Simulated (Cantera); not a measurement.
Charge: 1 mol Si2Cl6, 78 mol N2, equilibrated at 62.0 Pa.

Method: chemical equilibrium by Gibbs-energy minimisation in Cantera with the NASA 1993 tables (ideal gas, pure condensed phases). Candidate condensed phases: Si, Si3N4; 13 gas species. The feed counts by its element totals alone. The tables' values for SiCl3 are old estimates; treat these amounts as uncertain. The numbers say what is thermodynamically allowed, not how fast it happens. All values below are at 1723 K.

Base state: N2 0.953, SiCl2 0.0226, Cl 0.0224, SiCl3 0.00160, SiCl4 0.000213 (mole fractions); condensed: gas only.

Q: What changes in the equilibrium state with this change: pressure from 62.0 Pa to 10.0 mbar?

A: 
```csv
species,before,after
N2,0.953,0.967
SiCl2,0.0226,0.0137
Cl,0.0224,0.00867
SiCl4,0.000213,0.00502
SiCl3,0.00160,0.00605
Cl2,6.65e-6,1.60e-5
```
